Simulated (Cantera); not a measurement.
Mixture: H2 : O2 : N2 = 1 : 1.14 : 4.27 (molar parts), equivalence ratio 0.44, at 368 Torr, adiabatic and at constant pressure. Ignition delay is the time to a rise of 400 K.

Model: GRI-Mech 3.0 (53 species, 325 reactions), integrated in Cantera. Where the delays flatten at high temperature, the 400 K rule measures the pace of heat release, not the induction time.

Question: Predict: delay at 1198 K; delay at 1398 K; delay at 1598 K; delay at 1798 K; delay at 1998 K.

Answer: 
| Quantity | Value |
|---|---|
| delay at 1198 K | 0.121 ms |
| delay at 1398 K | 85.8 µs |
| delay at 1598 K | 94.5 µs |
| delay at 1798 K | 0.123 ms |
| delay at 1998 K | 0.168 ms |
